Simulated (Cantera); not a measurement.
Cantera run:

```python
import numpy as np
import cantera as ct

gas_names = [...]  # 87 gases of nasa_gas.yaml made of C, H, Si
cond_names = """
    C(gr) C6H6(L) C7H8(L) C8H18(L),n-octa Si(cr) Si(L) SiC(b)
""".split()


# ... load() reads the species with a 1 bar reference pressure and builds the phases ...
atoms = {
    'Si(CH3)4': {'Si': 1, 'C': 4, 'H': 12},
    'CH4': {'C': 1, 'H': 4},
    'H2': {'H': 2},
}
top_T = {'C(gr)': 4500, 'SiC(b)': 3050}  # K; cautious upper limits of use, not melting points


# ... equilibrate(T, P, feed) seeds the gas with the atoms and calls Mixture.equilibrate('TP', solver="vcs", rtol=1e-11, max_steps=5000) ...
results = []
feed = {'Si(CH3)4': 1, 'CH4': 0.091, 'H2': 3.9}  # mol
P = 10000  # Pa
for T in [1373, 1473, 1573, 1673, 1773, 1873, 1973, 2073]:
    mix = equilibrate(T, P, feed)
    results.append((T, P, feed, dict(zip(mix.species_names, mix.species_moles))))
    x = sorted(zip(gas.X, gas.species_names), reverse=True)
    print(f"T = {T:g} K  P = {P:g} Pa  gas = {mix.phase_moles(0):.4g} mol")
    print("   x: " + "  ".join(f"{s} {v:.3e}" for v, s in x if v > 0.0001))
    print("   condensed (mol): " + ("  ".join(f"{mix.phase(i).name} {mix.phase_moles(i):.4g}"
          for i in range(1, mix.n_phases) if mix.phase_moles(i) > 1e-12) or "none"))
```

Output:

```
T = 1373 K  P = 10000 Pa  gas = 10.08 mol
   x: H2 9.995e-01  CH4 5.030e-04
   condensed (mol): C(gr) 3.086  SiC(b) 1
T = 1473 K  P = 10000 Pa  gas = 10.08 mol
   x: H2 9.997e-01  CH4 2.934e-04
   condensed (mol): C(gr) 3.088  SiC(b) 1
T = 1573 K  P = 10000 Pa  gas = 10.08 mol
   x: H2 9.997e-01  CH4 1.833e-04  H 1.286e-04
   condensed (mol): C(gr) 3.089  SiC(b) 1
T = 1673 K  P = 10000 Pa  gas = 10.08 mol
   x: H2 9.995e-01  H 3.600e-04  CH4 1.213e-04
   condensed (mol): C(gr) 3.089  SiC(b) 1
T = 1773 K  P = 10000 Pa  gas = 10.09 mol
   x: H2 9.989e-01  H 8.991e-04  C2H2,acetylene 1.398e-04
   condensed (mol): C(gr) 3.087  SiC(b) 1
T = 1873 K  P = 10000 Pa  gas = 10.09 mol
   x: H2 9.976e-01  H 2.038e-03  C2H2,acetylene 3.113e-04
   condensed (mol): C(gr) 3.084  SiC(b) 0.9999
T = 1973 K  P = 10000 Pa  gas = 10.1 mol
   x: H2 9.950e-01  H 4.256e-03  C2H2,acetylene 6.374e-04
   condensed (mol): C(gr) 3.078  SiC(b) 0.9997
T = 2073 K  P = 10000 Pa  gas = 10.12 mol
   x: H2 9.904e-01  H 8.277e-03  C2H2,acetylene 1.214e-03
   condensed (mol): C(gr) 3.067  SiC(b) 0.9989
```

Method: chemical equilibrium by Gibbs-energy minimisation in Cantera with the NASA 1993 tables (ideal gas, pure condensed phases). Gases not in the tables: Si2H6 and higher silanes.
